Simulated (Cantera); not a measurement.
A perfectly stirred reactor is fed with 29.6 % H2, 14.8 % O2, 55.6 % N2, equivalence ratio 1.0, at 10.0 bar; it is adiabatic with a 600 K inlet, and is followed from long to short residence time, starting on the burning branch (τ in s: 0.079, 0.026, 0.0082, 0.0027, 0.00086, 0.00028, 9e-05, 2.9e-05, 9.4e-06).

Cantera simulation using the H2/O2 subset of GRI-Mech 3.0, which has no nitrogen chemistry; the numbers are that mechanism's predictions, not measurements. The hydrogen kinetics of GRI-Mech 3.0 are dated; newer H2 mechanisms differ, most at raised pressure.

**Question.** Predict: blow-out, bracketed by the residence times tried; x(H2) at τ = 79.0 ms; x(O2) at τ = 79.0 ms; x(O) at τ = 79.0 ms; x(H2O) at τ = 79.0 ms; x(HO2) at τ = 79.0 ms; x(H2) at τ = 0.860 ms; x(O2) at τ = 0.860 ms; x(O) at τ = 0.860 ms; x(H2O) at τ = 0.860 ms; x(HO2) at τ = 0.860 ms.

**Answer.** 
```
Quantity                                                                           Value
------------------------------------------------  --------------------------------------
blow-out, bracketed by the residence times tried  burning at 9.40 µs, the shortest tried
x(H2) at τ = 79.0 ms                                                              0.0149
x(O2) at τ = 79.0 ms                                                             0.00541
x(O) at τ = 79.0 ms                                                             0.000610
x(H2O) at τ = 79.0 ms                                                              0.323
x(HO2) at τ = 79.0 ms                                                            4.01e-6
x(H2) at τ = 0.860 ms                                                             0.0166
x(O2) at τ = 0.860 ms                                                            0.00618
x(O) at τ = 0.860 ms                                                            0.000723
x(H2O) at τ = 0.860 ms                                                             0.321
x(HO2) at τ = 0.860 ms                                                           4.90e-6
```
